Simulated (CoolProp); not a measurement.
Vapour-liquid equilibrium of carbon dioxide (1) + C2F6 (R116) (2) at 0.968 MPa; x and y are mole fractions of (1).

Values from CoolProp's multi-fluid Helmholtz-energy mixture model, Span 1996 and Lemmon 2006; pair parameters Bell 2016.

Question: Give the bubble temperature and the first vapour's composition at x = 0.45, 0.85, 0.95. Is there an azeotrope?

Answer: x = 0.45: -42.6 °C, y = 0.643; x = 0.85: -44.2 °C, y = 0.801; x = 0.95: -42.8 °C, y = 0.902. y crosses x between x = 0.75 and 0.85: the model has an azeotrope there.

Pair parameters are fitted to limited data, so mixtures are less certain than the pure fluids.
